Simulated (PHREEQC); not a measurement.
Dissolve 0.007 mol/kgw CuSO4 and 0.053 mol/kgw H3BO3 at 25 °C. Closed to the air; pH follows from the charge balance.

Computed with PHREEQC (ion-association model, wateq4f.dat).

No solid was allowed to form.

Question: Estimate the pH.

Answer: pH 4.93.

Question: In which forms is S present?

Answer: SO4-2 74 %, CuSO4 26 % of the S.

Examples of supersaturated solids here: Antlerite, Brochantite. Others may be too.
